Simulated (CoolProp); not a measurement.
Vapour-liquid equilibrium of R143a (1) + isobutane (2) at -39.95 °C; x and y are mole fractions of (1).

Model: multi-fluid Helmholtz-energy mixture model, Lemmon and Jacobsen 2000 and Bücker 2006; pair parameters Bell 2016, in CoolProp.

| x | bubble pressure, mixture model (bar) | bubble pressure, Raoult's law (bar) | y, mixture model | y, Raoult's law |
|---|---|---|---|---|
| 0.05 | 0.5654 | 0.3441 | 0.506 | 0.205 |
| 0.2 | ___ | 0.5130 | 0.747 | 0.551 |
| 0.35 | 1.180 | 0.6820 | ___ | 0.726 |
| 0.5 | ___ | 0.8509 | 0.820 | 0.831 |
| 0.65 | 1.308 | 1.020 | 0.843 | 0.901 |
| 0.8 | 1.364 | 1.189 | 0.880 | 0.952 |
| 0.95 | 1.410 | 1.358 | ___ | 0.989 |

Problem. What belongs in the gaps?

Solution. 
- 0.2, bubble pressure, mixture model (bar): 1.013
- 0.35, y, mixture model: 0.797
- 0.5, bubble pressure, mixture model (bar): 1.254
- 0.95, y, mixture model: 0.956

The largest gap from Raoult's law is +97.5 % in bubble pressure, at x = 0.2. No azeotrope shows between x = 0.05 and 0.95.

The pair parameters rest on a limited set of measurements; away from them the model extrapolates. With so large a gap from Raoult's law the liquid may split in two, which this calculation doesn't test in full.
